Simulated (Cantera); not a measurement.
Input: 1 mol SiCl₄, 1 mol O₃, equilibrated at 1723 K and 1000 Pa.

These are equilibrium values from Cantera (NASA tables, ideal gas, pure condensed phases), not measurements of a reactor. Candidate condensed phases: Si, SiO₂; 15 gas species. The tables hold silica as quartz up to 1696 K and as liquid above; real silica turns to tridymite and cristobalite and melts near 1996 K. Equilibrium is a limit: real reactors are often held back by kinetics, nucleation or transport.

**Question.** What is the equilibrium state?

**Answer.** 
- x(Cl): 0.754
- x(O₂): 0.124
- x(Cl₂): 0.121
- x(ClO): 0.000509
- x(O): 0.000200
- x(SiCl₄): 1.04e-6
- n(SiO₂(condensed)): 1.000 mol
- gas amount: 4.013 mol
- log10 activity of Si(l) (absent): -15.42
